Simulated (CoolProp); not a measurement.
A Linde-Hampson liquefier for CF4 (R14): isothermal reversible compression at 300 K from 1 atm to 5 MPa, throttling to 1 atm, return gas leaving the recuperator 5 K below the feed. Each further row changes one setting.

Model: reference Helmholtz-energy equation of state, Platzer 1990, in CoolProp. This equation is an older, rougher fit; its heat capacities, sound speeds and derivatives of the liquid may be far off and weren't checked against measurements.

| case | liquid yield per pass | compression work (kJ/kg of gas) |
|---|---|---|
| as stated | … | 106 |
| high pressure 10 MPa | … | … |
| warm-end temperature 330 K | 0.051 | 118 |
| warm-end gap 10 K | 0.060 | 106 |

Q: Fill in the missing entries.

A: 
- as stated, liquid yield per pass: 0.075
- high pressure 10 MPa, liquid yield per pass: 0.172
- high pressure 10 MPa, compression work (kJ/kg of gas): 121
